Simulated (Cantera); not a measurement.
Charge: 1 mol PbO, 1.3 mol H₂, 3.2 mol H₂O, held at 948.15 K and 18.0 Pa.

Cantera equilibrium calculation (NASA polynomials, part measured and part estimated; ideal gas, pure solids and liquids). Candidate condensed phases: H₂O, Pb, PbO, PbO₂, Pb₃O₄; 12 gas species. Rates play no part.

Base state: H₂O 0.908, H₂ 0.0649, Pb 0.0267 (mole fractions); condensed: Pb(l).

Question: What changes in the equilibrium state with this change: PbO replaced by Fe₃O₄?

Answer: 
```csv
species,before,after
H₂O,0.908,0.905
H₂,0.0649,0.0951
Pb,0.0267,0
"Pb(l), mol",0.877,0
"FeO(s), mol",0,2.62
"Fe₃O₄(s), mol",0,0.128
```
The tables' stoichiometric FeO is somewhat more stable than real wüstite, so its field is too wide. FeO: taken at fixed stoichiometry. Further candidate phases: Fe, FeO, Fe(OH)₂, Fe(OH)₃, Fe₂O₃, Fe₃O₄.

Question: What changes in the equilibrium state with this change: temperature from 948.15 K to 1250 K?

Answer: 
```tsv
species	before	after
H₂O	0.908	0.763
Pb	0.0267	0.182
H₂	0.0649	0.0547
PbO	4.65e-7	0.000134
Pb(l), mol	0.877	0
```
